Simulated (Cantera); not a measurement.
# Metals in furnace atmospheres: Ti + O₂ + CO

Feed: 1 mol Ti, 0.37 mol O₂, 4.1 mol CO, at 1 atm.

Equilibrium computed with Cantera from the NASA thermochemical tables; the gas is ideal and each condensed phase is pure. Candidate condensed phases: C, Ti, TiC, TiO, TiO₂, Ti₂O₃, Ti₃O₅, Ti₄O₇; 15 gas species. Kinetics and transport are ignored.

From 773 K to 1123 K the condensed part is C(graphite) + TiO₂(rutile).

| T (K) | x CO | x CO₂ | n C(graphite) | n TiO₂(rutile) |
|---|---|---|---|---|
| 773 | 0.0616 | 0.938 | 2.63 | 1.00 |
| 823 | 0.134 | 0.866 | 2.58 | 1.00 |
| 873 | 0.255 | 0.745 | 2.47 | 1.00 |
| 923 | 0.424 | 0.576 | 2.30 | 1.00 |
| 973 | 0.615 | 0.385 | 2.05 | 1.00 |
| 1023 | 0.780 | 0.220 | 1.77 | 1.00 |
| 1073 | 0.888 | 0.112 | 1.55 | 1.00 |
| 1123 | 0.945 | 0.0547 | 1.41 | 1.00 |
x: gas mole fraction; n: condensed amount in mol.
